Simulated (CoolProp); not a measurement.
Vapour-liquid equilibrium of n-octane (1) + o-xylene (2) at 196.55 °C; x and y are mole fractions of (1).

Model: multi-fluid Helmholtz-energy mixture model, Beckmüller 2019 and Zhou 2012; pair parameters Bell 2016, in CoolProp.

### Question
Give the bubble pressure and the first vapour's composition at x = 0.2, 0.5, 0.8. Is there an azeotrope?

### Answer
x = 0.2: 0.3785 MPa, y = 0.272; x = 0.5: 0.4333 MPa, y = 0.588; x = 0.8: 0.4840 MPa, y = 0.845. No azeotrope shows between x = 0.05 and 0.95.

The pair parameters rest on a limited set of measurements; away from them the model extrapolates.
